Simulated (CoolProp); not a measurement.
Saturated liquid density (kg/m³) of methane: the reference equation beside estimates from Tc = -82.6 °C, pc = 4599 kPa, ω = 0.011. Rackett uses Z = 0.29056 − 0.08775 ω.

Computed with CoolProp (reference Helmholtz-energy equation of state, Setzmann 1991).

```tsv
T (°C)	reference	Rackett	van der Waals	Peng-Robinson
-154.95	___	411.7	283.0	463.2
-151.95	408.1	407.0	___	457.3
-149.05	403.5	402.5	276.6	451.5
-146.15	398.9	397.8	273.3	445.4
-143.15	394.0	392.9	269.9	439.0
-140.25	389.2	388.0	266.4	432.5
-137.35	384.3	383.1	262.8	425.7
-134.45	379.2	378.0	259.2	418.7
-131.45	373.8	372.6	255.3	411.2
-128.55	368.4	367.2	251.3	403.6
-125.65	362.8	361.6	247.3	395.7
-122.65	356.9	355.7	242.9	387.1
-119.75	350.9	349.8	238.6	378.5
-116.85	___	343.6	234.0	369.4
-113.85	337.9	336.9	229.0	359.5
```

Complete the blanks.


- -154.95, reference: 412.6
- -151.95, van der Waals: 279.8
- -116.85, reference: 344.7

Absolute difference from the reference over all 15 rows, mean and median: Rackett 0.3 and 0.3 %, van der Waals 31.7 and 31.6 %, Peng-Robinson 10.0 and 10.4 %.
